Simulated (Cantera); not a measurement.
Cantera run, input and output.

```python
import numpy as np
import cantera as ct

surf = ct.Interface("diamond.yaml", "diamond_100")
gas, bulk = surf.adjacent["gas"], surf.adjacent["diamond"]
k = surf.kinetics_species_index(bulk.species_names[0])
cover = ["c6HH", "c6H*", "c6*H", "c6**", "c6HM", "c6B"]

rows, drift = [], 0.0
print(f"{'xH':>10s}{'um/h':>11s}" + "".join(f"{s:>11s}" for s in cover))
for v in [0.0001, 0.0002, 0.00039, 0.00078, 0.0016, 0.0031, 0.0061, 0.012, 0.024]:
    T, P, xH, xCH3 = 1200, 3900, v, 0.0003
    gas.TPX = T, P, {"H": xH, "CH3": xCH3, "CH4": 0.0094, "H2": 1 - xH - xCH3 - 0.0094}
    surf.TP = bulk.TP = T, P
    surf.coverages = "c6H*:0.1, c6HH:0.9"
    surf.advance_coverages(100.0)
    before = surf.coverages
    surf.advance_coverages(100.0)
    drift = max(drift, np.max(np.abs(surf.coverages - before) / (surf.coverages + 1e-9)))
    rate = surf.net_production_rates[k] * bulk.mean_molecular_weight / bulk.density * 3.6e9
    rows.append([rate, *surf[cover].coverages])
    print(f"{v:10.4g}{rate:11.4e}" + "".join(f"{x:11.3e}" for x in rows[-1][1:]))
```

Result:

```
        xH       um/h       c6HH       c6H*       c6*H       c6**       c6HM        c6B
    0.0001 1.4393e-01  6.140e-01  2.705e-02  3.462e-01  4.492e-03  2.167e-03  3.906e-10
    0.0002 3.1759e-01  5.423e-01  3.184e-02  4.077e-01  8.715e-03  2.744e-03  8.618e-10
   0.00039 5.8529e-01  4.963e-01  3.479e-02  4.453e-01  1.403e-02  3.236e-03  1.588e-09
   0.00078 9.9321e-01  4.675e-01  3.651e-02  4.673e-01  1.966e-02  3.614e-03  2.695e-09
    0.0016 1.6283e+00  4.512e-01  3.742e-02  4.790e-01  2.437e-02  3.779e-03  4.419e-09
    0.0031 2.5313e+00  4.433e-01  3.787e-02  4.845e-01  2.730e-02  3.674e-03  6.869e-09
    0.0061 3.9089e+00  4.392e-01  3.814e-02  4.876e-01  2.911e-02  3.290e-03  1.061e-08
     0.012 5.7496e+00  4.373e-01  3.834e-02  4.895e-01  3.016e-02  2.662e-03  1.560e-08
     0.024 7.8464e+00  4.367e-01  3.855e-02  4.907e-01  3.076e-02  1.900e-03  2.129e-08
```

Model: the Harris–Goodwin 1993 mechanism for the reconstructed diamond (100) surface, integrated in Cantera.
